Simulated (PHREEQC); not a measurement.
**Buffer: an equilibrium model**

Make-up at 25 °C: 0.17 mol/kgw NH4Cl, 0.041 mol/kgw Na2HPO4 and 0.0003 mol/kgw NaCl. Closed to the air; pH follows from the charge balance.

The numbers come from PHREEQC with the ion-association model, phreeqc.dat.

This is a speciation only: nothing precipitates in the calculation.

Task: What pH, ionic strength does the model give?

Result: pH 7.78; ionic strength 0.283 mol/kgw.

Task: In which forms is P present?

Result: HPO4-2 88 %, H2PO4- 8.5 %, NaHPO4- 3.7 % of the P.
